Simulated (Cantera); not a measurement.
Input: 1 mol CuO, 1.9 mol CO, 0.93 mol H2, a varied amount of CH4, held at 1.90 bar.

Points: T (K) = 975, 1000, 1025, 1050, 1075, 1100, 1125, 1150, 1175, 1200, 1225, 1250; n(CH4) (mol) = 0.58, 0.71, 0.86, 1, 1.3, 1.5, 1.9, 2.3, 2.8, 3.3, 4.1, 4.9.

Cantera's Mixture.equilibrate('TP', solver="vcs", rtol=1e-11, max_steps=5000) on the NASA tables stopped like this:

```
ERROR: FAILURE its = 5001!

*******************************************************************************
CanteraError thrown by MultiPhase::equilibrate:
VCS solver failed. Return code: -1
*******************************************************************************
```

### Question
What got this run through?

### Answer
This is not unique; one that fits is The failure is numerical, not chemical. The same input converged with solver="gibbs", rtol=1e-10, max_steps=50000, and the result passed a check of the equilibrium conditions:
```
    975       0.58  C(gr) + Cu(cr)
    975       0.71  C(gr) + Cu(cr)
    975       0.86  C(gr) + Cu(cr)
    975          1  C(gr) + Cu(cr)
    975        1.3  C(gr) + Cu(cr)
    975        1.5  C(gr) + Cu(cr)
    975        1.9  C(gr) + Cu(cr)
    975        2.3  C(gr) + Cu(cr)
    975        2.8  C(gr) + Cu(cr)
    975        3.3  C(gr) + Cu(cr)
    975        4.1  C(gr) + Cu(cr)
    975        4.9  C(gr) + Cu(cr)
   1000       0.58  C(gr) + Cu(cr)
   1000       0.71  C(gr) + Cu(cr)
   1000       0.86  C(gr) + Cu(cr)
   1000          1  C(gr) + Cu(cr)
   1000        1.3  C(gr) + Cu(cr)
   1000        1.5  C(gr) + Cu(cr)
   1000        1.9  C(gr) + Cu(cr)
   1000        2.3  C(gr) + Cu(cr)
   1000        2.8  C(gr) + Cu(cr)
   1000        3.3  C(gr) + Cu(cr)
   1000        4.1  C(gr) + Cu(cr)
   1000        4.9  C(gr) + Cu(cr)
   1025       0.58  C(gr) + Cu(cr)
   1025       0.71  C(gr) + Cu(cr)
   1025       0.86  C(gr) + Cu(cr)
   1025          1  C(gr) + Cu(cr)
   1025        1.3  C(gr) + Cu(cr)
   1025        1.5  C(gr) + Cu(cr)
   1025        1.9  C(gr) + Cu(cr)
   1025        2.3  C(gr) + Cu(cr)
   1025        2.8  C(gr) + Cu(cr)
   1025        3.3  C(gr) + Cu(cr)
   1025        4.1  C(gr) + Cu(cr)
   1025        4.9  C(gr) + Cu(cr)
   1050       0.58  C(gr) + Cu(cr)
   1050       0.71  C(gr) + Cu(cr)
   1050       0.86  C(gr) + Cu(cr)
   1050          1  C(gr) + Cu(cr)
   1050        1.3  C(gr) + Cu(cr)
   1050        1.5  C(gr) + Cu(cr)
   1050        1.9  C(gr) + Cu(cr)
   1050        2.3  C(gr) + Cu(cr)
   1050        2.8  C(gr) + Cu(cr)
   1050        3.3  C(gr) + Cu(cr)
   1050        4.1  C(gr) + Cu(cr)
   1050        4.9  C(gr) + Cu(cr)
   1075       0.58  Cu(cr)
   1075       0.71  C(gr) + Cu(cr)
   1075       0.86  C(gr) + Cu(cr)
   1075          1  C(gr) + Cu(cr)
   1075        1.3  C(gr) + Cu(cr)
   1075        1.5  C(gr) + Cu(cr)
   1075        1.9  C(gr) + Cu(cr)
   1075        2.3  C(gr) + Cu(cr)
   1075        2.8  C(gr) + Cu(cr)
   1075        3.3  C(gr) + Cu(cr)
   1075        4.1  C(gr) + Cu(cr)
   1075        4.9  C(gr) + Cu(cr)
   1100       0.58  Cu(cr)
   1100       0.71  C(gr) + Cu(cr)
   1100       0.86  C(gr) + Cu(cr)
   1100          1  C(gr) + Cu(cr)
   1100        1.3  C(gr) + Cu(cr)
   1100        1.5  C(gr) + Cu(cr)
   1100        1.9  C(gr) + Cu(cr)
   1100        2.3  C(gr) + Cu(cr)
   1100        2.8  C(gr) + Cu(cr)
   1100        3.3  C(gr) + Cu(cr)
   1100        4.1  C(gr) + Cu(cr)
   1100        4.9  C(gr) + Cu(cr)
   1125       0.58  Cu(cr)
   1125       0.71  Cu(cr)
   1125       0.86  C(gr) + Cu(cr)
   1125          1  C(gr) + Cu(cr)
   1125        1.3  C(gr) + Cu(cr)
   1125        1.5  C(gr) + Cu(cr)
   1125        1.9  C(gr) + Cu(cr)
   1125        2.3  C(gr) + Cu(cr)
   1125        2.8  C(gr) + Cu(cr)
   1125        3.3  C(gr) + Cu(cr)
   1125        4.1  C(gr) + Cu(cr)
   1125        4.9  C(gr) + Cu(cr)
   1150       0.58  Cu(cr)
   1150       0.71  Cu(cr)
   1150       0.86  C(gr) + Cu(cr)
   1150          1  C(gr) + Cu(cr)
   1150        1.3  C(gr) + Cu(cr)
   1150        1.5  C(gr) + Cu(cr)
   1150        1.9  C(gr) + Cu(cr)
   1150        2.3  C(gr) + Cu(cr)
   1150        2.8  C(gr) + Cu(cr)
   1150        3.3  C(gr) + Cu(cr)
   1150        4.1  C(gr) + Cu(cr)
   1150        4.9  C(gr) + Cu(cr)
   1175       0.58  Cu(cr)
   1175       0.71  Cu(cr)
   1175       0.86  Cu(cr)
   1175          1  C(gr) + Cu(cr)
   1175        1.3  C(gr) + Cu(cr)
   1175        1.5  C(gr) + Cu(cr)
   1175        1.9  C(gr) + Cu(cr)
   1175        2.3  C(gr) + Cu(cr)
   1175        2.8  C(gr) + Cu(cr)
   1175        3.3  C(gr) + Cu(cr)
   1175        4.1  C(gr) + Cu(cr)
   1175        4.9  C(gr) + Cu(cr)
   1200       0.58  Cu(cr)
   1200       0.71  Cu(cr)
   1200       0.86  Cu(cr)
   1200          1  C(gr) + Cu(cr)
   1200        1.3  C(gr) + Cu(cr)
   1200        1.5  C(gr) + Cu(cr)
   1200        1.9  C(gr) + Cu(cr)
   1200        2.3  C(gr) + Cu(cr)
   1200        2.8  C(gr) + Cu(cr)
   1200        3.3  C(gr) + Cu(cr)
   1200        4.1  C(gr) + Cu(cr)
   1200        4.9  C(gr) + Cu(cr)
   1225       0.58  Cu(cr)
   1225       0.71  Cu(cr)
   1225       0.86  Cu(cr)
   1225          1  C(gr) + Cu(cr)
   1225        1.3  C(gr) + Cu(cr)
   1225        1.5  C(gr) + Cu(cr)
   1225        1.9  C(gr) + Cu(cr)
   1225        2.3  C(gr) + Cu(cr)
   1225        2.8  C(gr) + Cu(cr)
   1225        3.3  C(gr) + Cu(cr)
   1225        4.1  C(gr) + Cu(cr)
   1225        4.9  C(gr) + Cu(cr)
   1250       0.58  Cu(cr)
   1250       0.71  Cu(cr)
   1250       0.86  Cu(cr)
   1250          1  C(gr) + Cu(cr)
   1250        1.3  C(gr) + Cu(cr)
   1250        1.5  C(gr) + Cu(cr)
   1250        1.9  C(gr) + Cu(cr)
   1250        2.3  C(gr) + Cu(cr)
   1250        2.8  C(gr) + Cu(cr)
   1250        3.3  C(gr) + Cu(cr)
   1250        4.1  C(gr) + Cu(cr)
   1250        4.9  C(gr) + Cu(cr)
```

The gas is ideal and each condensed phase is pure.
